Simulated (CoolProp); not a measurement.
Properties of C2F6 (R116) along the isobar 6.85 MPa (Tc = 293.0 K, pc = 3.048 MPa, ω = 0.257).

Values from CoolProp's reference Helmholtz-energy equation of state, Lemmon 2006. It is a short technical equation, of lower accuracy than the large ones.

```tsv
T (K)	phase	Z	cp (kJ/(kg K))	isothermal compressibility (1/MPa)	viscosity (µPa s)	conductivity (mW/(m K))
278.7	liquid	0.3338	1.178	0.01531	134	50.5
294.2	supercritical	[?]	1.272	0.02716	103	45.2
309.8	supercritical	0.3782	1.410	0.05616	[?]	39.9
325.4	supercritical	0.4386	[?]	0.1224	54.3	[?]
340.9	supercritical	0.5317	[?]	0.1856	40.2	31.4
356.5	supercritical	0.6247	1.318	0.1940	33.5	29.1
372.1	supercritical	0.6988	[?]	0.1851	30.6	28.0
387.6	supercritical	0.7562	1.142	0.1761	29.2	[?]
403.2	supercritical	0.8019	1.108	0.1689	28.6	28.0
```

### Question
Fill in the missing entries.

### Answer

- 294.2, Z: 0.3481
- 309.8, viscosity (µPa s): 76.4
- 325.4, cp (kJ/(kg K)): 1.553
- 325.4, conductivity (mW/(m K)): 35.1
- 340.9, cp (kJ/(kg K)): 1.492
- 372.1, cp (kJ/(kg K)): 1.204
- 387.6, conductivity (mW/(m K)): 27.8

The peak of cp marks the crossing from liquid-like to gas-like fluid above the critical point.

Viscosity comes from a separate model (Huber 2003), an estimate that may be off by 10 % or more. Thermal conductivity comes from a separate model (Huber 2003), an estimate that may be off by 10 % or more.
